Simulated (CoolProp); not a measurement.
Values from CoolProp's reference Helmholtz-energy equation of state, Bücker 2006.

Question: For isobutane, give the phase and the density (kg/m³), isothermal compressibility (1/MPa), viscosity (µPa s), fugacity coefficient at 141.4 K and 0.787 MPa.

Answer: 
- 141.4 K and 0.787 MPa: liquid; density 715, isothermal compressibility 0.000637, viscosity 2360, fugacity coefficient 8.81e-6

Viscosity comes from a separate model (Vogel 2000).
